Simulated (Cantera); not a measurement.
Hydrocarbon pyrolysis for carbon deposition

An isothermal, constant-pressure homogeneous reactor starts with C₂H₆ : N₂ = 1 : 4.4 (molar parts), at 1100 K and 0.0320 bar.

Detailed kinetics in Cantera: GRI-Mech 3.0 (53 species, 325 reactions). GRI-Mech 3.0 stops at C3 and has no aromatics, soot or wall deposition, so with more carbon than oxygen in the feed, carbon stays in small species such as C2H2 where larger ones or solid carbon would form. Radical loss at walls, strong at low pressure, is not modelled.

```csv
t (s),x C₂H₆,x H,x C₂H₂,x CH₄,x C₂H,x CH₂,x H₂
2.00e-5,0.185,9.56e-12,<1e-12,5.83e-10,<1e-12,<1e-12,1.22e-11
7.96e-5,0.185,1.44e-10,<1e-12,9.13e-9,<1e-12,<1e-12,5.38e-10
0.000317,0.185,2.39e-9,<1e-12,1.38e-7,<1e-12,<1e-12,3.61e-8
0.00126,0.185,3.21e-8,1.69e-12,1.80e-6,<1e-12,1.54e-12,2.05e-6
0.00502,0.185,2.66e-7,2.12e-9,1.61e-5,<1e-12,1.03e-11,7.92e-5
0.0200,0.183,9.31e-7,7.84e-7,0.000133,<1e-12,7.92e-11,0.00146
0.0796,0.171,1.23e-6,4.50e-5,0.00106,<1e-12,1.44e-10,0.0108
0.317,0.127,1.45e-6,0.000687,0.00486,1.38e-12,1.25e-10,0.0449
1.26,0.0331,2.00e-6,0.00574,0.0159,6.03e-12,6.85e-11,0.118
5.02,0.00118,8.00e-7,0.0199,0.0207,6.48e-12,4.19e-12,0.153
20.0,0.000309,4.53e-7,0.0364,0.0211,6.13e-12,1.12e-12,0.167
```
x: mole fraction; the columns are a selection and need not sum to one.

Equilibrium at this temperature and pressure: C₂H₆ 3.45e-5, H 5.22e-8, C₂H₂ 0.0548, CH₄ 0.106, C₂H 1.38e-12, CH₂ <1e-12, H₂ 0.129 (gas phase only).
